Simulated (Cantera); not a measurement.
Cantera run:

```python
import numpy as np
import cantera as ct

gas_names = """
    B BH BH2 BH3 BN BO BO2 B2 B2O B2O2 B2O3 B3O3H3 H HBO HBO2 HNO HNO2 HNO3 HO2 H2 H2O H2O2 H3B3O6 N NH
    NH2 NH3 NH2OH NO NO2 NO3 N2 N2H2 N2H4 N2O O OH O2 O3
""".split()
cond_names = """
    B(b) B(L) BN(s) B2O3(L) B3O3H3(cr) H2O(s) H2O(L)
""".split()


# ... load() reads the species with a 1 bar reference pressure and builds the phases ...
atoms = {
    'borazine': {'B': 3, 'N': 3, 'H': 6},
    'O2': {'O': 2},
    'N2': {'N': 2},
}
top_T = {'BN(s)': 3200}  # K; cautious upper limits of use, not melting points


# ... equilibrate(T, P, feed) seeds the gas with the atoms and calls Mixture.equilibrate('TP', solver="vcs", rtol=1e-11, max_steps=5000) ...
results = []
feed = {'borazine': 1, 'O2': 1.1, 'N2': 0.15}  # mol
T = 1148  # K
P = 190  # Pa
mix = equilibrate(T, P, feed)
results.append((T, P, feed, dict(zip(mix.species_names, mix.species_moles))))
x = sorted(zip(gas.X, gas.species_names), reverse=True)
print(f"T = {T:g} K  P = {P:g} Pa  gas = {mix.phase_moles(0):.4g} mol")
print("   x: " + "  ".join(f"{s} {v:.3e}" for v, s in x if v > 0.001))
print("   condensed (mol): " + ("  ".join(f"{mix.phase(i).name} {mix.phase_moles(i):.4g}"
      for i in range(1, mix.n_phases) if mix.phase_moles(i) > 1e-12) or "none"))
```

Result:

```
T = 1148 K  P = 190 Pa  gas = 3.883 mol
   x: H2 7.720e-01  N2 2.273e-01
   condensed (mol): BN(s) 1.535  B2O3(L) 0.7321
```

Equilibrium computed with Cantera from the NASA thermochemical tables; the gas is ideal and each condensed phase is pure. The feed counts by its element totals alone. Mutual solubility and eutectic melting of coexisting phases are not modelled.
